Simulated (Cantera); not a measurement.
A freely propagating, adiabatic, planar premixed flame of 10.5 % CH4, 4.51 % CO, 17.8 % O2, 67.2 % N2, equivalence ratio 1.3, unburnt at 300 K and 0.460 bar; mixture-averaged transport, grid criteria slope 0.08 and curve 0.16, no radiation.

Cantera simulation using GRI-Mech 3.0 (53 species, 325 reactions); the numbers are that mechanism's predictions, not measurements. Burning velocities carry a grid error of a few per cent, more on coarse grids.

Predict: laminar burning velocity; thermal thickness; peak x(C2H6); peak x(C2H4); peak x(C2H).


```
Property                      Value
------------------------  ---------
laminar burning velocity  44.5 cm/s
thermal thickness          0.821 mm
peak x(C2H6)                0.00132
peak x(C2H4)               0.000694
peak x(C2H)                 5.23e-7
```
